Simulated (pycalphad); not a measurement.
Computed with pycalphad from the COST 507 light-alloy database (1999), at 1 atm. The database dates from 1999; later assessments differ in places, in temperatures and in the compounds included. Amounts are mole fractions of atoms.

Q: Compare equilibrium and Scheil-Gulliver solidification of Ti-31.95C (at.%).

A: Both start at the liquidus, 3234 K. In full equilibrium the last liquid goes at 2338 K (range 896 K), and at 2300 K the alloy holds FCC_A1. With no diffusion in the solid (Scheil-Gulliver, steps of 4 K) the liquid lasts to an invariant point at 1925 K (range 1309 K), where the last 0.16 of it freezes; the solid then holds FCC_A1 0.84, BCC_A2 0.16.

```csv
"last step ahead of the change, T (K)",liquid left there,liquid composition there (at.%),solids forming below it
3234,1.00,31.9 C,FCC_A1
1925,0.16,3.1 C,BCC_A2 + FCC_A1
```
Solids once formed stay as they are in this model, so peritectic reactions do not proceed; the changes are located to one step.

FCC_A1 is fcc; BCC_A2 is bcc. The fcc model also describes the rock-salt carbide or nitride (TiC, TiN, HfC).
